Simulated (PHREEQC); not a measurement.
## Acid mine or pickling water: an equilibrium model

A made-up water analysis in mg/L, 25 °C, pH 1.89, pe 12.3: Na 1670; K 96.5; Ca 39.2; Mg 83.3; Cl 927; S(6) as SO4 4200; Cu(2) 11.1; Mn(2) 6.77; Fe(3) 44.4.

Valence states are taken as typed.

Computed with PHREEQC (ion-association model, phreeqc.dat).

Each row changes one thing in this solution. No solid was allowed to form.

```json
[
 {"case": "as made", "ionic strength (mol/kgw)": "0.120", "Na+ (mol/kgw)": "0.0702", "SO4-2 (mol/kgw)": "0.0243", "HSO4- (mol/kgw)": "0.0138", "NaSO4- (mol/kgw)": "0.00298", "K+ (mol/kgw)": "0.00235", "SI of Gypsum (CaSO4:2H2O)": "-1.14", "SI of Goethite (FeOOH)": "+1.36"},
 {"case": "K from 96.5 to 48.2 mg/L", "ionic strength (mol/kgw)": "0.120", "Na+ (mol/kgw)": "0.0702", "SO4-2 (mol/kgw)": "0.0243", "HSO4- (mol/kgw)": "0.0138", "NaSO4- (mol/kgw)": "0.00299", "K+ (mol/kgw)": "0.00117", "SI of Gypsum (CaSO4:2H2O)": "-1.13", "SI of Goethite (FeOOH)": "+1.36"},
 {"case": "temperature from 25 to 85 °C at the same typed pH", "ionic strength (mol/kgw)": "0.101", "Na+ (mol/kgw)": "0.0714", "SO4-2 (mol/kgw)": "0.0109", "HSO4- (mol/kgw)": "0.0283", "NaSO4- (mol/kgw)": "0.00176", "K+ (mol/kgw)": "0.00235", "SI of Gypsum (CaSO4:2H2O)": "-1.30", "SI of Goethite (FeOOH)": "+2.97"},
 {"case": "all concentrations times 4 at the same typed pH", "ionic strength (mol/kgw)": "0.452", "Na+ (mol/kgw)": "0.270", "SO4-2 (mol/kgw)": "0.0986", "HSO4- (mol/kgw)": "0.0361", "NaSO4- (mol/kgw)": "0.0294", "K+ (mol/kgw)": "0.00893", "SI of Gypsum (CaSO4:2H2O)": "-0.38", "SI of Goethite (FeOOH)": "+1.45"}
]
```

Some of these states are supersaturated (in Hematite (slow to form), Goethite (slow to form), Jarosite-K, for instance). Away from 25 °C the constants follow the database's enthalpies or fits; those with neither stay at their 25 °C values.
